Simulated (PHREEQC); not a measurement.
**Hard or scaling water: an equilibrium model**

Consider water at 20 °C with 0.0019 mol SrCl2, 7e-05 mol Na2CO3 and 1.2e-05 mol H4SiO4 per kg of water. Closed to the air; pH follows from the charge balance.

Equilibrium calculation in PHREEQC: Pitzer model, pitzer.dat.

Each row changes one thing in this solution. This is a speciation only: nothing precipitates in the calculation.

```csv
case,pH,HCO3- (mol/kgw),CO3-2 (mol/kgw),H4SiO4 (mol/kgw),H3SiO4- (mol/kgw),CO2 (mol/kgw),SI of SiO2(a) (SiO2),SI of Nahcolite (NaHCO3)
as made,9.80,5.23e-5,1.76e-5,6.51e-6,5.49e-6,1.80e-8,-2.48,-7.85
temperature from 20 to 25 °C,9.65,5.51e-5,1.49e-5,6.94e-6,5.06e-6,2.45e-8,-2.50,-7.78
diluted 10-fold with water,8.97,6.70e-6,2.82e-7,1.07e-6,1.27e-7,1.63e-8,-3.26,-9.70
H4SiO4 from 1.2e-05 to 2.4e-05 mol/kgw,9.76,5.34e-5,1.65e-5,1.35e-5,1.05e-5,2.01e-8,-2.16,?
H4SiO4 from 1.2e-05 to 0.00012 mol/kgw,9.50,5.97e-5,1.02e-5,8.40e-5,3.60e-5,4.05e-8,-1.37,-7.79
Na2CO3 from 7e-05 to 1.4e-05 mol/kgw,9.17,1.30e-5,1.02e-6,1.00e-5,1.98e-6,1.90e-8,-2.29,?
SrCl2 from 0.0019 to 0.00285 mol/kgw,9.79,5.20e-5,1.80e-5,6.53e-6,5.47e-6,1.80e-8,-2.48,-7.87
3.7e-05 mol/kgw Ca(OH)2 added,10.15,3.97e-5,3.03e-5,4.13e-6,7.86e-6,6.06e-9,-2.68,-7.97
```

Task: Fill in the missing entries.

Result: 
- H4SiO4 from 1.2e-05 to 2.4e-05 mol/kgw, SI of Nahcolite (NaHCO3): -7.84
- Na2CO3 from 7e-05 to 1.4e-05 mol/kgw, SI of Nahcolite (NaHCO3): -9.16

Complexes and solids missing from the database can't appear.
